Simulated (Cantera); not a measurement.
A closed system holds: 1 mol CH3Cl, 5.6 mol H2, equilibrated at 0.0860 bar.

Cantera equilibrium calculation (NASA polynomials, part measured and part estimated; ideal gas, pure solids and liquids). Candidate condensed phases: C, C6H6, C7H8, C8H18; 91 gas species. Rates play no part.

At 1450 K, list the 4 most abundant gas species with their mole fractions, and the condensed phases.

H2 0.868, HCl 0.132, CH4 0.000214, H 3.00e-5. Condensed: C(graphite).
